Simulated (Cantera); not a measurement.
Input: 1 mol CO2, 0.071 mol H2, 7.7 mol O2, at 0.133 bar.

Cantera equilibrium calculation (NASA polynomials, part measured and part estimated; ideal gas, pure solids and liquids). Candidate condensed phases: C, C6H6, C7H8, C8H18, H2O; 110 gas species. The numbers say what is thermodynamically allowed, not how fast it happens. All values below are at 1502 °C.

Base state: O2 0.877, CO2 0.114, H2O 0.00793, OH 0.000394, O 0.000246, CO 5.29e-5 (mole fractions); condensed: gas only.

Task: What changes in the equilibrium state with this change: H2 from 0.071 to 1.3 mol?

Result: 
| species | before | after |
|---|---|---|
| O2 | 0.877 | 0.753 |
| H2O | 0.00793 | 0.138 |
| CO2 | 0.114 | 0.107 |
| H2 | 9.86e-7 | 1.85e-5 |
| OH | 0.000394 | 0.00158 |
| O | 0.000246 | 0.000228 |
| CO | 5.29e-5 | 5.34e-5 |
